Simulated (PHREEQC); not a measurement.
3.5 g of hydrous ferric oxide (600 m²/g; 0.2 weak and 0.005 strong sites per Fe, Dzombak-Morel constants, diffuse double layer) in 1 kg of water with 0.005 mol/kgw of an inert sodium salt and 0.0017 mol Na2HAsO4 and 1.7e-05 mol CuCl2, at 25 °C; the pH is set by adding NaOH or the inert anion's acid. Oxygen alone is held at its pressure in air (log pO2 = -0.68). The system is closed to CO2. Nothing may precipitate in this run.

Base run: PHREEQC, ion-association model, wateq4f.dat. Each further column changes one thing. The table gives Cu sorbed (%).

| pH | base | no electrostatic term (-no_edl) | background salt from 0.005 to 0.0005 mol/kgw | oxide from 3.5 to 18 g/kgw | 0.0015 mol/kgw CaCl2 added |
|---|---|---|---|---|---|
| 3 | 0.6 | 0.6 | 0.6 | 2.5 | 0.5 |
| 3.5 | 5.0 | 5.6 | 5.1 | 19.0 | 4.8 |
| 4.5 | 79.5 | ___ | 80.0 | 94.2 | ___ |
| 5 | 97.2 | 98.2 | 97.3 | 99.2 | ___ |
| 5.5 | 99.7 | 99.8 | 99.7 | ___ | 99.7 |
| 6.5 | 100.0 | 100.0 | 100.0 | 100.0 | 100.0 |
| 7 | 100.0 | 100.0 | 100.0 | 100.0 | 100.0 |
| 7.5 | 100.0 | 100.0 | 100.0 | 100.0 | 100.0 |
| 8.5 | 100.0 | 100.0 | 100.0 | 100.0 | 100.0 |
| 9 | 100.0 | 100.0 | 100.0 | 100.0 | 100.0 |

### Question
Fill in the missing entries.

### Answer

- 4.5, no electrostatic term (-no_edl): 85.0
- 4.5, 0.0015 mol/kgw CaCl2 added: 79.1
- 5, 0.0015 mol/kgw CaCl2 added: 97.1
- 5.5, oxide from 3.5 to 18 g/kgw: 99.9

The database has no arsenate complexes of Cu. The database's constant for dissolved Cu(OH)2 is higher than later reviews accept. The oxide is taken as insoluble; below pH 4 it would dissolve. The database has no arsenate complexes of Cu, Ca.
